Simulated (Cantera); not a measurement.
A closed system holds: 1 mol V2O5, 2 mol H2, 0.62 mol N2, at 1875 K and 25.5 Torr.

Cantera equilibrium calculation (NASA polynomials, part measured and part estimated; ideal gas, pure solids and liquids). Mutual solubility and eutectic melting of coexisting phases are not modelled. Condensed phases not in the tables: the oxides between V2O3 and V2O5 other than VO2. Rates play no part.

```csv
species,before,after
H2O,0.747,0.750
N2,0.235,0.236
H2,0.0105,0.0105
VO2,0.00300,0.00134
O2,0.00165,0.000739
O,5.30e-5,2.37e-5
NO,0.000257,0.000172
OH,0.00202,0.00135
H,0.000364,0.000244
"V2O3(s), mol",0.984,0.978
"V2O4(l), mol",0.0120,0.0201
```
Gas species are given as mole fractions.

Q: Which change was made?
(A) temperature from 1875 K to 2098.15 K
(B) H2 from 2 to 1500 mol
(C) temperature from 1875 K to 1273.15 K
(D) pressure from 25.5 Torr to 57.0 Torr

A: D, pressure from 25.5 Torr to 57.0 Torr
